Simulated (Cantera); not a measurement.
A freely propagating, adiabatic, planar premixed flame of H₂ : O₂ : N₂ = 1 : 0.294 : 1.11 (molar parts), unburnt at 700 K and 53000 Pa; mixture-averaged transport, grid criteria slope 0.08 and curve 0.16, no radiation.

Computed with Cantera and the H2/O2 subset of GRI-Mech 3.0, which has no nitrogen chemistry. Burning velocities carry a grid error of a few per cent, more on coarse grids.

**Question.** What does this change do: H2 1 to 0.79 parts?

**Answer.** 
```json
[
 {"quantity": "laminar burning velocity", "before": "1120 cm/s", "after": "1070 cm/s"},
 {"quantity": "thermal thickness", "before": "1.11 mm", "after": "1.13 mm"},
 {"quantity": "peak x(OH)", "before": "0.0101", "after": "0.0161"},
 {"quantity": "peak x(H₂O₂)", "before": "1.50e-6", "after": "2.10e-6"},
 {"quantity": "peak x(HO₂)", "before": "0.000112", "after": "0.000119"}
]
```
